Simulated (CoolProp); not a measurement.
Ethanol at 298.15 K and 0.00491 MPa is compressed adiabatically to 0.0305 MPa with isentropic efficiency 0.85. Each further row changes one setting.

Values from CoolProp's reference Helmholtz-energy equation of state, Schroeder 2014.

```json
[
 {"case": "as stated", "work (kJ/kg)": "129", "final temperature (K)": "381.6", "final density (kg/m³)": "0.446"},
 {"case": "efficiency 1", "work (kJ/kg)": "109", "final temperature (K)": "370.3", "final density (kg/m³)": "0.460"},
 {"case": "efficiency 0.65", "work (kJ/kg)": "168", "final temperature (K)": "404.2", "final density (kg/m³)": "0.420"}
]
```
